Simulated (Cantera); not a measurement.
Cantera run:

```python
import numpy as np
import cantera as ct

gas_names = [...]  # 116 gases of nasa_gas.yaml made of C, H, Mg, O
cond_names = """
    C(gr) C6H6(L) C7H8(L) C8H18(L),n-octa H2O(s) H2O(L) Mg(cr) Mg(L) MgCO3(s) MgO(s) MgO(L) MgO2H2(s)
""".split()


# ... load() reads the species with a 1 bar reference pressure and builds the phases ...
atoms = {
    'MgCO3': {'Mg': 1, 'C': 1, 'O': 3},
    'H2': {'H': 2},
}
top_T = {'C(gr)': 4500}  # K; cautious upper limits of use, not melting points


# ... equilibrate(T, P, feed) seeds the gas with the atoms and calls Mixture.equilibrate('TP', solver="vcs", rtol=1e-11, max_steps=5000) ...
results = []
feed = {'MgCO3': 1, 'H2': 0.016}  # mol
T = 1700  # K
P = 2300  # Pa
mix = equilibrate(T, P, feed)
results.append((T, P, feed, dict(zip(mix.species_names, mix.species_moles))))
print(gas.report(threshold=0.0001))
for i in range(1, mix.n_phases):
    print(f"{mix.phase(i).name:16s} {mix.phase_moles(i):12.5e} mol")
```

It prints:

```
       temperature   1700 K
          pressure   2300 Pa
           density   0.0070485 kg/m^3
  mean mol. weight   43.317 kg/kmol
   phase of matter   gas

                          1 kg             1 kmol
                     ---------------   ---------------
          enthalpy       -7.2338e+06       -3.1334e+08  J
   internal energy       -7.5601e+06       -3.2748e+08  J
           entropy            7636.3        3.3078e+05  J/K
    Gibbs function       -2.0215e+07       -8.7567e+08  J
 heat capacity c_p            1355.3             58706  J/K
 heat capacity c_v            1163.3             50392  J/K

                      mass frac. Y      mole frac. X     chem. pot. / RT
                     ---------------   ---------------   ---------------
                CO          0.011009          0.017025           -42.827
               CO2           0.98197           0.96652           -62.474
               H2O         0.0064913          0.015608           -51.822
                O2        0.00048812        0.00066078           -39.293
     [ +112 minor]        4.1116e-05        0.00018417

C(gr)             0.00000e+00 mol
Mg(L)             0.00000e+00 mol
MgO(s)            1.00000e+00 mol
```

These are equilibrium values from Cantera (NASA tables, ideal gas, pure condensed phases), not measurements of a reactor.
